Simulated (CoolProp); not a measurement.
The numbers come from the reference Helmholtz-energy equation of state, Lemmon 2016 in CoolProp.

**Question.** For R227EA, give the phase and the density (kg/m³), cp (kJ/(kg K)), isothermal compressibility (1/MPa), conductivity (mW/(m K)) at 422.8 K and 3.13 MPa; 422.8 K and 4.18 MPa; 422.8 K and 14.6 MPa.

**Answer.** 
- 422.8 K and 3.13 MPa: supercritical; density 207, cp 1.19, isothermal compressibility 0.456, conductivity 27.6
- 422.8 K and 4.18 MPa: supercritical; density 325, cp 1.39, isothermal compressibility 0.406, conductivity 31.6
- 422.8 K and 14.6 MPa: supercritical; density 1030, cp 1.31, isothermal compressibility 0.0192, conductivity 47.3

Thermal conductivity comes from a separate model (Huber 2003), an estimate that may be off by 10 % or more.
